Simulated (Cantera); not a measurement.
Charge: 1 mol CuO, 4.4 mol C, 11 mol N2, held at 2250 °C and 5.00 mbar.

These are equilibrium values from Cantera (NASA tables, ideal gas, pure condensed phases), not measurements of a reactor. Candidate condensed phases: C, Cu, CuO, Cu2O; 27 gas species. The numbers say what is thermodynamically allowed, not how fast it happens.

Base state: N2 0.844, CO 0.0768, Cu 0.0768, CN 0.00162, C3 0.000142, C2N2 7.52e-5, C 4.55e-5, C2 1.31e-5 (mole fractions); condensed: C(graphite).

### Question
What changes in the equilibrium state with this change: pressure from 5.00 mbar to 13.3 mbar?

### Answer
```tsv
species	before	after
N2	0.844	0.845
CO	0.0768	0.0769
Cu	0.0768	0.0769
CN	0.00162	0.000992
C3	0.000142	5.31e-5
C2	1.31e-5	4.92e-6
C	4.55e-5	1.71e-5
C(graphite), mol	3.37	3.38
```
